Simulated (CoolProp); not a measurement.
The fluid at 298.15 K and 0.111 MPa is throttled through a valve to 0.0491 MPa with no heat exchange. The same conditions are run with several fluids, on thermodynamics alone (safety and materials aside).

Model: reference Helmholtz-energy equation of state of each fluid (R114: Platzer 1990; sulfur hexafluoride: Guder 2009; R404A: Lemmon 2003; R142b: Lemmon 2006; ammonia: Gao 2020), in CoolProp. The equations of Platzer and Polt are older, rougher fits. Blends and air are pseudo-pure fits.

```csv
fluid,temperature change (K),final density (kg/m³)
R114,-1.2,…
sulfur hexafluoride,-0.6,…
R404A,-1.1,…
R142b,…,…
ammonia,-1.8,…
```

Question: Complete the blanks.

Answer: 
- R114, final density (kg/m³): 3.45
- sulfur hexafluoride, final density (kg/m³): 2.91
- R404A, final density (kg/m³): 1.96
- R142b, temperature change (K): -1.7
- R142b, final density (kg/m³): 2.03
- ammonia, final density (kg/m³): 0.341
